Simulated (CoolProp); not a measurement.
A Linde-Hampson liquefier for ethylene: isothermal reversible compression at 320 K from 1 atm to 5 MPa, throttling to 1 atm, return gas leaving the recuperator 5 K below the feed. Each further row changes one setting.

The numbers come from the reference Helmholtz-energy equation of state, Smukala 2000 in CoolProp.

```tsv
case	liquid yield per pass	compression work (kJ/kg of gas)
as stated	0.110	347
high pressure 10 MPa	…	…
warm-end temperature 350 K	…	387
warm-end gap 10 K	…	347
```

Q: Some entries are withheld; supply them.

A: 
- high pressure 10 MPa, liquid yield per pass: 0.312
- high pressure 10 MPa, compression work (kJ/kg of gas): 386
- warm-end temperature 350 K, liquid yield per pass: 0.076
- warm-end gap 10 K, liquid yield per pass: 0.100
